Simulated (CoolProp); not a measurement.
R1336mzz(Z) along the isotherm 203.35 °C: fugacity coefficient from the reference equation and from simpler models built on Tc = 171.3 °C, pc = 2.904 MPa, ω = 0.386; each cubic takes its own stable root.

Values from CoolProp's reference Helmholtz-energy equation of state, McLinden 2020.

| p (MPa) | phase | reference |
|---|---|---|
| 0.454 | gas | 0.9574 |
| 0.907 | gas | 0.9157 |
| 1.36 | gas | 0.8746 |
| 1.81 | gas | 0.8345 |
| 2.27 | gas | 0.7941 |
| 2.72 | gas | 0.7550 |
| 3.18 | supercritical | 0.7155 |
| 3.63 | supercritical | 0.6771 |
| 4.08 | supercritical | 0.6390 |
| 4.54 | supercritical | 0.6010 |
| 4.99 | supercritical | 0.5663 |
| 5.44 | supercritical | 0.5355 |
| 5.9 | supercritical | 0.5079 |
| 6.35 | supercritical | 0.4845 |
| 6.81 | supercritical | 0.4635 |
| 7.26 | supercritical | 0.4455 |

Task: How far does each simpler model (van der Waals, Soave-Redlich-Kwong) lie from the reference over these 16 states: mean and median of the absolute difference, and the worst?

Result: 
- van der Waals: mean 1.4 %, median 1.2 %, worst +4.1 % at 203.35 °C and 7.26 MPa
- Soave-Redlich-Kwong: mean 3.1 %, median 2.4 %, worst +7.3 % at 203.35 °C and 7.26 MPa
